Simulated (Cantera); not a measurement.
Input (Python, Cantera) and output of one run.

```python
import numpy as np
import cantera as ct

gas_names = """
    C6H6 H CH3 H2 C2H4 CH4
""".split()
cond_names = """

""".split()


def load(file, names, dense=False):
    # The tables refer to 1 bar. Condensed volumes are neglected.
    table = {s.name: s for s in ct.Species.list_from_file(file)}
    out = []
    for n in names:
        d = dict(table[n].input_data)
        d["thermo"] = dict(d["thermo"], **{"reference-pressure": 1e5})
        if dense:
            d["equation-of-state"] = {"model": "constant-volume", "density": "1e6 g/cm^3"}
        out.append(ct.Species.from_dict(d))
    return out


species = {s.name: s for s in load("nasa_gas.yaml", gas_names) + load("nasa_condensed.yaml", cond_names)}
# Each term lists the table entries of one substance; the one whose range holds T is used.
reactions = {
    'C6H6(g) + 12 H(g) = 6 CH3(g)':
        [(-1, ['C6H6']), (-12, ['H']), (6, ['CH3'])],
    '2 H2(g) + C2H4(g) = 2 CH4(g)':
        [(-2, ['H2']), (-1, ['C2H4']), (2, ['CH4'])],
}


def pick(names, T):
    return next(species[n] for n in names if species[n].thermo.min_temp <= T <= species[n].thermo.max_temp)


results = []
for label, terms in reactions.items():
    print(label)
    print("     T/K   dH/kJ  dS/(J/K)   dG/kJ   log10 K")
    for T in [2348, 2398, 2448, 2498, 2548, 2598, 2648]:
        used = [(nu, pick(names, T)) for nu, names in terms]
        dH = sum(nu * s.thermo.h(T) for nu, s in used) / 1e6
        dS = sum(nu * s.thermo.s(T) for nu, s in used) / 1e3
        dG = dH - T * dS / 1e3
        logK = -dG * 1e6 / (ct.gas_constant * T * np.log(10))
        results.append((label, T, dH, dS, dG, logK, [s.name for _, s in used]))
        print(f"{T:8g} {dH:8.1f} {dS:8.1f} {dG:8.1f} {logK:8.2f}")
```

Result:

```
C6H6(g) + 12 H(g) = 6 CH3(g)
     T/K   dH/kJ  dS/(J/K)   dG/kJ   log10 K
    2348  -2003.4   -689.2   -385.1     8.57
    2398  -2006.3   -690.5   -350.6     7.64
    2448  -2009.1   -691.6   -316.0     6.74
    2498  -2012.0   -692.8   -281.4     5.88
    2548  -2014.7   -693.9   -246.7     5.06
    2598  -2017.5   -694.9   -212.0     4.26
    2648  -2020.2   -696.0   -177.3     3.50
2 H2(g) + C2H4(g) = 2 CH4(g)
     T/K   dH/kJ  dS/(J/K)   dG/kJ   log10 K
    2348   -205.8   -131.0    101.9    -2.27
    2398   -204.9   -130.6    108.4    -2.36
    2448   -203.9   -130.3    115.0    -2.45
    2498   -202.9   -129.9    121.5    -2.54
    2548   -202.0   -129.5    127.9    -2.62
    2598   -200.9   -129.1    134.4    -2.70
    2648   -199.9   -128.7    140.9    -2.78
```

Standard-state values (1 bar) from the NASA 1993 polynomials, evaluated with Cantera. Condensed species are held in their standard states even where they would react or evaporate.
